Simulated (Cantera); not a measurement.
A Cantera script and its output.

```python
import numpy as np
import cantera as ct

gas = ct.Solution("gri30.yaml")
gas.TPX = 573, 13332, {'CO': 1, 'H2': 0.059, 'CH4': 0.29, 'O2': 1.25, 'N2': 4.69}
flame = ct.FreeFlame(gas, width=0.16)
flame.set_refine_criteria(ratio=3, slope=0.08, curve=0.16)
flame.transport_model = "mixture-averaged"
flame.solve(loglevel=0, auto=True)
z, T = flame.grid, flame.T
thick = (T[-1] - T[0]) / np.gradient(T, z).max()
show = ['CO', 'H2', 'CH4', 'CH2', 'HCN', 'C2H']
print(f"laminar burning velocity  {flame.velocity[0] * 100:.3f} cm/s")
print(f"burnt temperature         {T[-1]:.1f} K")
print(f"thermal thickness         {thick * 1e3:.4f} mm")
print(f"grid points               {len(z)}")
z0 = z[flame.heat_release_rate.argmax()]
print(f"{'z/mm':>9s}{'T/K':>9s}{'u/(m/s)':>9s}" + "".join(f"{s:>11s}" for s in show))
rows = []
for k in (-3, -2, -1.5, -1, -0.5, -0.25, 0, 0.25, 0.5, 1, 2, 4, 8):
    zz = z0 + k * thick
    rows.append([k * thick, np.interp(zz, z, T), np.interp(zz, z, flame.velocity),
                 *(np.interp(zz, z, flame.X[gas.species_index(s)]) for s in show)])
    print(f"{rows[-1][0] * 1e3:9.3f}{rows[-1][1]:9.1f}{rows[-1][2]:9.3f}" + "".join(f"{x:11.3e}" for x in rows[-1][3:]))
```

Result:

```
laminar burning velocity  209.813 cm/s
burnt temperature         2292.5 K
thermal thickness         2.7655 mm
grid points               190
     z/mm      T/K  u/(m/s)         CO         H2        CH4        CH2        HCN        C2H
   -8.297    573.0    2.098  1.372e-01  8.105e-03  3.979e-02  3.484e-20 -1.907e-14  6.024e-33
   -5.531    573.0    2.098  1.372e-01  8.173e-03  3.978e-02  1.090e-15 -1.893e-14  4.538e-29
   -4.148    573.1    2.099  1.372e-01  8.364e-03  3.977e-02  2.306e-12 -1.281e-14  2.860e-25
   -2.766    576.7    2.114  1.369e-01  9.186e-03  3.969e-02  2.779e-09  1.403e-12  6.811e-21
   -1.383    663.5    2.443  1.351e-01  1.274e-02  3.776e-02  1.080e-07  6.359e-10  4.825e-16
   -0.691    893.2    3.311  1.348e-01  1.636e-02  2.873e-02  1.033e-06  8.666e-09  8.475e-13
    0.000   1291.7    4.816  1.354e-01  1.706e-02  7.871e-03  6.961e-06  5.267e-08  5.989e-10
    0.691   1466.6    5.457  1.194e-01  1.115e-02  4.276e-04  6.925e-07  4.594e-08  1.390e-10
    1.383   1519.4    5.622  1.001e-01  8.474e-03  9.916e-06  1.772e-08  1.342e-08  9.398e-13
    2.766   1584.6    5.807  7.658e-02  8.703e-03  9.077e-09  2.103e-11  8.122e-10  1.121e-16
    5.531   1660.6    6.033  6.248e-02  9.340e-03  5.833e-14  2.476e-16  3.759e-12  8.551e-23
   11.062   1747.5    6.308  5.967e-02  8.976e-03  1.155e-17  2.108e-17  1.871e-13  4.994e-25
   22.124   1853.2    6.638  5.735e-02  8.038e-03  3.926e-18  1.218e-17  2.727e-13  6.613e-25
```

Model: GRI-Mech 3.0 (53 species, 325 reactions), integrated in Cantera. Burning velocities carry a grid error of a few per cent, more on coarse grids.
